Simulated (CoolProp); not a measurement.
n-butane along the isotherm 514.7 K: density (kg/m³) from the reference equation and from simpler models built on Tc = 425.1 K, pc = 3.796 MPa, ω = 0.201; each cubic takes its own stable root.

Values from CoolProp's reference Helmholtz-energy equation of state, Bücker 2006.

```
p (MPa)          phase  reference
-------  -------------  ---------
0.018              gas     0.2447
0.032              gas     0.4352
0.0569             gas     0.7748
0.101              gas      1.378
0.18               gas      2.465
0.32               gas      4.410
0.569              gas      7.935
1.01               gas      14.39
1.8                gas      26.73
3.2                gas      51.59
5.69     supercritical      109.2
```

**Question.** How far does each simpler model (ideal gas, Soave-Redlich-Kwong) lie from the reference over these 11 states: mean and median of the absolute difference, and the worst?

**Answer.** 
- ideal gas: mean 5.8 %, median 1.5 %, worst -29.2 % at 514.7 K and 5.69 MPa
- Soave-Redlich-Kwong: mean 0.3 %, median 0.0 %, worst -2.9 % at 514.7 K and 5.69 MPa
